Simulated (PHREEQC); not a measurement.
PHREEQC input (ion-association model, wateq4f.dat):

```
SOLUTION_MASTER_SPECIES
  An  An-  0  An  62.0  # stands for a non-complexing anion
SOLUTION_SPECIES
  An- = An-
    -log_k 0
    -gamma 3.0 0
PHASES
  Fix_H+
    H+ = H+
    -log_k 0
SOLUTION 1
  temp 25
  units mmol/kgw
  pH 7 charge
  Cl 0.09
  Mn(2) 0.045
  As(5) 0.024
  Na 1.048
  B 0.017
  An 1
END
SELECTED_OUTPUT 1
  -reset false
  -pH true
  -pe true
  -ionic_strength true
  -water true
  -totals As B Cl Mn Na As(3) As(5) Mn(2) Mn(3) Mn(6)
    Mn(7)
  -molalities Hfo_wOH Hfo_wOH2+ Hfo_wO- Hfo_sOH Hfo_sOH2+ Hfo_sO- Hfo_sOMn+ Hfo_wOMn+ Hfo_wH2AsO4 Hfo_wHAsO4-
    Hfo_wOHAsO4-3 Hfo_wH2BO3
  -saturation_indices Pyrochroite Mn3(AsO4)2:8H2O Halite
USER_PUNCH 1
  -headings sigma psi
  10 PUNCH EDL("sigma", "Hfo"), EDL("psi", "Hfo")
PRINT
  -reset false
USE solution 1
SURFACE 1
  Hfo_wOH 0.00204494 600 0.91
  Hfo_sOH 5.11236e-05
EQUILIBRIUM_PHASES 1
  Fix_H+ -3 HAn 10
    -force_equality true
END
# ... the last block is repeated for the other 12 points of pH, with NaOH or the acid as the point needs
```

Selected output (columns that matter, 13 of 13 rows; pH added in front):

```
pH	mu	As	B	Mn	Na	m_Hfo_wOH	m_Hfo_wOH2+	m_Hfo_wO-	m_Hfo_sOH	si_Pyrochroite	si_Mn3(AsO4)2:8H2O	si_Halite	sigma	psi
3	0.0029906	1.8672e-12	1.6963e-05	4.5e-05	0.001048	0.00052401	0.0014927	4.2141e-06	1.3256e-05	-13.648	-33.915	-8.6595	0.26536	0.22689
3.5	0.0020502	1.0531e-12	1.6936e-05	4.5e-05	0.001048	0.00090581	0.0010979	1.712e-05	2.2915e-05	-12.632	-32.258	-8.651	0.1894	0.21926
4	0.00165	8.4475e-13	1.6916e-05	4.4998e-05	0.001048	0.0011836	0.00079695	4.0272e-05	2.9943e-05	-11.624	-30.387	-8.6468	0.12818	0.20479
4.5	0.0014533	8.4606e-13	1.6904e-05	4.4988e-05	0.001048	0.0013568	0.0005929	7.1132e-05	3.4317e-05	-10.619	-28.361	-8.6445	0.083944	0.18631
5	0.0013436	1.0849e-12	1.6898e-05	4.4906e-05	0.001048	0.0014542	0.0004617	0.00010493	3.6723e-05	-9.6176	-26.139	-8.6431	0.053198	0.16494
5.5	0.0012761	1.8034e-12	1.6894e-05	4.4244e-05	0.001048	0.001504	0.00038075	0.00013609	3.7503e-05	-8.6224	-23.725	-8.6423	0.032569	0.14118
6	0.0012224	3.7682e-12	1.6892e-05	3.9614e-05	0.001048	0.0015284	0.00033026	0.00016203	3.4732e-05	-7.6691	-21.267	-8.6415	0.019266	0.11567
6.5	0.0011525	9.5418e-12	1.6892e-05	2.4369e-05	0.001048	0.0015408	0.00029395	0.00018503	2.4025e-05	-6.8783	-19.212	-8.6406	0.010971	0.089295
7	0.0010894	3.2845e-11	1.6892e-05	8.2147e-06	0.001048	0.0015454	0.00026902	0.00020336	1.3353e-05	-6.3489	-17.857	-8.6397	0.0059012	0.062069
7.5	0.0010843	1.7363e-10	1.6893e-05	1.3856e-06	0.0010724	0.001546	0.00025563	0.0002142	9.565e-06	-6.1219	-17.306	-8.6296	0.0027298	0.033814
8	0.0010911	1.2736e-09	1.6897e-05	1.5583e-07	0.0010895	0.0015465	0.00024802	0.00022091	8.9652e-06	-6.0718	-17.233	-8.6228	0.00037922	0.0050201
8.5	0.0011013	1.085e-08	1.6908e-05	1.6254e-08	0.0011066	0.0015469	0.00024143	0.00022706	8.9009e-06	-6.0559	-17.255	-8.6162	-0.0018736	-0.023859
9	0.0011205	9.5297e-08	1.6932e-05	1.7129e-09	0.0011338	0.0015472	0.00023319	0.00023515	8.895e-06	-6.0404	-17.3	-8.6059	-0.004753	-0.052541
```

The database has no arsenate complexes of Mn. The oxide is taken as insoluble; below pH 4 it would dissolve.
